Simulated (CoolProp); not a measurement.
Properties of R245ca along the isobar 10000 kPa (Tc = 447.6 K, pc = 3941 kPa, ω = 0.355).

Values from CoolProp's reference Helmholtz-energy equation of state, Zhou 2016.

```csv
T (K),phase,Z,cp (kJ/(kg K)),speed of sound (m/s),expansivity (1/kK)
275.3,liquid,0.4006,1.335,877.4,1.520
291.1,liquid,0.3882,1.351,816.6,1.585
307,liquid,0.3777,1.370,757.1,1.664
322.9,liquid,0.3690,1.392,699.4,1.760
338.8,liquid,0.3620,1.415,643.4,1.875
354.7,liquid,0.3567,1.441,589.0,2.017
370.6,liquid,0.3529,1.470,536.0,2.192
386.5,liquid,0.3510,1.502,484.3,2.413
402.3,liquid,0.3511,1.538,434.1,2.698
418.2,liquid,0.3536,1.580,384.6,3.079
434.1,liquid,0.3591,1.631,336.1,3.602
450,supercritical,0.3689,1.694,289.3,4.336
```
